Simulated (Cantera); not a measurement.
A Cantera script and its output.

```python
import numpy as np
import cantera as ct

gas = ct.Solution("gri30.yaml")
gas.TPX = 1050, 200000, {'CH4': 1, 'CO': 0.19, 'O2': 4.87, 'N2': 18.3}
reactor = ct.IdealGasReactor(gas, energy="on", clone=False)
net = ct.ReactorNet([reactor])
net.rtol, net.atol = 1e-08, 1e-16
show = ['CH4', 'CO', 'O2', 'HCN', 'H2']
times = np.geomspace(1e-05, 1, 15)

steps = ct.SolutionArray(gas, extra=["t"])
rows = []
print(f"{'t/s':>10s}{'T/K':>9s}{'P/Pa':>11s}" + "".join(f"{s:>11s}" for s in show))
for t in times:
    while net.time < t:
        t_next = net.step()
        steps.append(gas.state, t=t_next)
    rows.append([np.interp(t, steps.t, y) for y in (steps.T, steps.P, *steps(*show).X.T)])
    print(f"{t:10.3e}{rows[-1][0]:9.1f}{rows[-1][1]:11.4g}" + "".join(f"{x:11.3e}" for x in rows[-1][2:]))
rate = np.gradient(steps.T, steps.t)
print("integrator steps:", len(steps.t))
if steps.T.max() > steps.T[0] + 200:
    print(f"time of steepest temperature rise: {steps.t[rate.argmax()]:.4e} s")
gas.TPX = 1050, 200000, {'CH4': 1, 'CO': 0.19, 'O2': 4.87, 'N2': 18.3}
gas.equilibrate("UV")
print(f"equilibrium (UV): T = {gas.T:.1f} K  " + "  ".join(f"{s} {gas[s].X[0]:.3e}" for s in show))
```

It prints:

```
       t/s      T/K       P/Pa        CH4         CO         O2        HCN         H2
 1.000e-05   1050.0      2e+05  4.105e-02  7.800e-03  1.999e-01  4.074e-29  5.586e-13
 2.276e-05   1050.0      2e+05  4.105e-02  7.800e-03  1.999e-01  2.391e-28  1.740e-12
 5.179e-05   1050.0      2e+05  4.105e-02  7.800e-03  1.999e-01  1.317e-27  5.043e-12
 1.179e-04   1050.0      2e+05  4.105e-02  7.800e-03  1.999e-01  7.156e-27  1.585e-11
 2.683e-04   1050.0      2e+05  4.105e-02  7.800e-03  1.999e-01  3.847e-26  5.806e-11
 6.105e-04   1050.0      2e+05  4.105e-02  7.800e-03  1.999e-01  2.170e-25  2.586e-10
 1.389e-03   1050.0      2e+05  4.105e-02  7.800e-03  1.999e-01  1.351e-24  1.393e-09
 3.162e-03   1050.0      2e+05  4.105e-02  7.800e-03  1.999e-01  1.070e-23  9.152e-09
 7.197e-03   1050.0      2e+05  4.105e-02  7.799e-03  1.999e-01  1.145e-22  6.624e-08
 1.638e-02   1050.1      2e+05  4.104e-02  7.799e-03  1.999e-01  8.708e-22  3.601e-07
 3.728e-02   1050.4  2.001e+05  4.101e-02  7.798e-03  1.999e-01  4.766e-21  1.582e-06
 8.483e-02   1051.7  2.003e+05  4.087e-02  7.801e-03  1.998e-01  5.629e-20  9.976e-06
 1.931e-01   2223.3  4.224e+05  3.502e-21  4.994e-04  1.124e-01  7.341e-14  1.553e-04
 4.394e-01   2206.5  4.192e+05  2.624e-21  4.539e-04  1.093e-01  7.363e-14  1.427e-04
 1.000e+00   2205.3  4.189e+05  2.570e-21  4.509e-04  1.091e-01  7.313e-14  1.418e-04
integrator steps: 2329
time of steepest temperature rise: 1.6625e-01 s
equilibrium (UV): T = 2205.3 K  CH4 4.009e-21  CO 4.509e-04  O2 1.091e-01  HCN 7.313e-14  H2 1.418e-04
```

Detailed kinetics in Cantera: GRI-Mech 3.0 (53 species, 325 reactions).
